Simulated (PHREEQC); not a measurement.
Consider water at 20 °C with 4.4 mmol/kgw KOH, 15 mmol/kgw SrCl2 and 64 mmol/kgw NaCl. Closed to the air; pH follows from the charge balance.

Model: ion-association model, phreeqc.dat, run in PHREEQC.

Each row changes one thing in this solution. Precipitation was switched off in this run.

| case | pH | SrOH+ (mol/kgw) | SI of Halite (NaCl) |
|---|---|---|---|
| as made | 11.67 | 0.000174 | -4.01 |
| SrCl2 from 0.015 to 0.0015 mol/kgw | 11.70 | 2.05e-5 | [?] |
| KOH left out | 7.06 | [?] | -4.01 |
| NaCl from 0.064 to 0.128 mol/kgw | 11.65 | 0.000153 | -3.52 |
| temperature from 20 to 75 °C | 10.20 | 5.49e-6 | -4.08 |

Fill in the missing entries.


- SrCl2 from 0.015 to 0.0015 mol/kgw, SI of Halite (NaCl): -4.13
- KOH left out, SrOH+ (mol/kgw): 4.33e-9

Constants without temperature data keep their 25 °C values here.
